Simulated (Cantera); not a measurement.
Input (Python, Cantera):

```python
import numpy as np
import cantera as ct

gas = ct.Solution("gri30.yaml")


def delay(T, t_max=10):
    gas.TPX = T, 101325, {'CO': 1, 'H2': 0.062, 'O2': 0.408, 'N2': 1.54}
    reactor = ct.IdealGasReactor(gas, clone=False)
    net = ct.ReactorNet([reactor])
    net.rtol, net.atol = 1e-8, 1e-16
    while net.time < t_max:
        t_old, T_old = net.time, reactor.T
        net.step()
        if reactor.T > T + 400:  # ignition: a rise of 400 K
            return t_old + (T + 400 - T_old) / (reactor.T - T_old) * (net.time - t_old)
    return np.nan


taus = []
for T in [1150, 1200, 1250, 1300, 1350, 1400, 1450, 1500, 1550]:
    taus.append(delay(T))
    print(f"T0 = {T:6g} K   tau = {taus[-1]:.4e} s")
```

Output:

```
T0 =   1150 K   tau = 1.5764e-04 s
T0 =   1200 K   tau = 1.2259e-04 s
T0 =   1250 K   tau = 1.0046e-04 s
T0 =   1300 K   tau = 8.5587e-05 s
T0 =   1350 K   tau = 7.5174e-05 s
T0 =   1400 K   tau = 6.7706e-05 s
T0 =   1450 K   tau = 6.2302e-05 s
T0 =   1500 K   tau = 5.8430e-05 s
T0 =   1550 K   tau = 5.5755e-05 s
```

Detailed kinetics in Cantera: GRI-Mech 3.0 (53 species, 325 reactions). Where the delays flatten at high temperature, the 400 K rule measures the pace of heat release, not the induction time.
